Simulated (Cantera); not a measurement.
A Cantera script and what it prints.

```python
import numpy as np
import cantera as ct

gas_names = """
    CL CL2 H HCL H2 N NH NH2 NH3 N2 N2H2 N2H4 Si SiCL SiCL2 SiCL3 SiCL4 SiH SiHCL3 SiH2 SiH2CL2 SiH3
    SiH3CL SiH4 SiN Si2 Si2N Si3
""".split()
cond_names = """
    NH4CL(a) NH4CL(b) Si(cr) Si(L) Si3N4(a)
""".split()


# ... load() reads the species with a 1 bar reference pressure and builds the phases ...
atoms = {
    'SiCl4': {'Si': 1, 'CL': 4},
    'HCl': {'H': 1, 'CL': 1},
    'N2': {'N': 2},
}
top_T = {'Si3N4(a)': 2400}  # K; cautious upper limits of use, not melting points


# ... equilibrate(T, P, feed) seeds the gas with the atoms and calls Mixture.equilibrate('TP', solver="vcs", rtol=1e-11, max_steps=5000) ...
results = []
feed = {'SiCl4': 1, 'HCl': 0.11, 'N2': 68}  # mol
P = 10000  # Pa
for T in [1098, 1148, 1198, 1248, 1298, 1348, 1398, 1448, 1498, 1548, 1598, 1648]:
    mix = equilibrate(T, P, feed)
    results.append((T, P, feed, dict(zip(mix.species_names, mix.species_moles))))
    x = sorted(zip(gas.X, gas.species_names), reverse=True)
    print(f"T = {T:g} K  P = {P:g} Pa  gas = {mix.phase_moles(0):.4g} mol")
    print("   x: " + "  ".join(f"{s} {v:.3e}" for v, s in x if v > 0.001))
    print("   condensed (mol): " + ("  ".join(f"{mix.phase(i).name} {mix.phase_moles(i):.4g}"
          for i in range(1, mix.n_phases) if mix.phase_moles(i) > 1e-12) or "none"))
```

Result:

```
T = 1098 K  P = 10000 Pa  gas = 69.11 mol
   x: N2 9.839e-01  SiCL4 1.447e-02  HCL 1.592e-03
   condensed (mol): none
T = 1148 K  P = 10000 Pa  gas = 69.11 mol
   x: N2 9.839e-01  SiCL4 1.447e-02  HCL 1.592e-03
   condensed (mol): none
T = 1198 K  P = 10000 Pa  gas = 69.11 mol
   x: N2 9.839e-01  SiCL4 1.446e-02  HCL 1.592e-03
   condensed (mol): none
T = 1248 K  P = 10000 Pa  gas = 69.11 mol
   x: N2 9.839e-01  SiCL4 1.445e-02  HCL 1.592e-03
   condensed (mol): none
T = 1298 K  P = 10000 Pa  gas = 69.11 mol
   x: N2 9.839e-01  SiCL4 1.442e-02  HCL 1.592e-03
   condensed (mol): none
T = 1348 K  P = 10000 Pa  gas = 69.12 mol
   x: N2 9.839e-01  SiCL4 1.438e-02  HCL 1.591e-03
   condensed (mol): none
T = 1398 K  P = 10000 Pa  gas = 69.12 mol
   x: N2 9.838e-01  SiCL4 1.430e-02  HCL 1.591e-03
   condensed (mol): none
T = 1448 K  P = 10000 Pa  gas = 69.13 mol
   x: N2 9.836e-01  SiCL4 1.417e-02  HCL 1.591e-03
   condensed (mol): none
T = 1498 K  P = 10000 Pa  gas = 69.15 mol
   x: N2 9.834e-01  SiCL4 1.396e-02  HCL 1.591e-03
   condensed (mol): none
T = 1548 K  P = 10000 Pa  gas = 69.17 mol
   x: N2 9.830e-01  SiCL4 1.363e-02  HCL 1.590e-03
   condensed (mol): none
T = 1598 K  P = 10000 Pa  gas = 69.21 mol
   x: N2 9.825e-01  SiCL4 1.314e-02  HCL 1.589e-03  CL 1.492e-03  SiCL3 1.086e-03
   condensed (mol): none
T = 1648 K  P = 10000 Pa  gas = 69.28 mol
   x: N2 9.816e-01  SiCL4 1.243e-02  CL 2.389e-03  HCL 1.588e-03  SiCL3 1.569e-03
   condensed (mol): none
```

Cantera equilibrium calculation (NASA polynomials, part measured and part estimated; ideal gas, pure solids and liquids). The tables' values for SiCl3 are old estimates; treat these amounts as uncertain.
